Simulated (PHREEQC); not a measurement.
A solution holds 0.061 mol CuCl2, 9.7e-05 mol HNO3 and 0.0051 mol KCl per kg of water, at 25 °C. It is in equilibrium with CO2 at log p = 0 (atm). Otherwise closed; pH follows from the charge balance.

All values are PHREEQC results (ion-association model, phreeqc.dat), not measurements.

**Question.** The ionic strength comes out as 0.175 mol/kgw. What activity coefficients do NO3-, CuHCO3+, CuCl+, Cl-, Cu+2 get?

**Answer.** NO3- 0.71, CuHCO3+ 0.75, CuCl+ 0.73, Cl- 0.73, Cu+2 0.34.

This is a speciation only: nothing precipitates in the calculation.
